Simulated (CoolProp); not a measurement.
Chlorine at 293.15 K and 0.165 MPa is throttled through a valve to 0.0361 MPa with no heat exchange. Each further row changes one setting.

Model: reference Helmholtz-energy equation of state, Thol 2021, in CoolProp.

| case | temperature change (K) | final density (kg/m³) |
|---|---|---|
| as stated | -4.1 | 1.07 |
| outlet pressure 0.0108 MPa | -4.9 | 0.320 |
| outlet pressure 0.0469 MPa | -3.7 | 1.39 |
